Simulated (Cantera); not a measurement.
Feed: 1 mol Cu, 1.1 mol H₂O, 14 mol N₂, at 36.0 Pa.

Cantera equilibrium calculation (NASA polynomials, part measured and part estimated; ideal gas, pure solids and liquids). Candidate condensed phases: Cu, CuO, Cu(OH)₂, Cu₂O, H₂O; 27 gas species. The numbers say what is thermodynamically allowed, not how fast it happens.

Q: At 1700 K, list the 7 most abundant gas species with their mole fractions, and the condensed phases.

A: N₂ 0.868, H₂O 0.0655, Cu 0.0620, H₂ 0.00226, O₂ 0.000943, OH 0.000553, H 0.000369. Condensed: gas only.
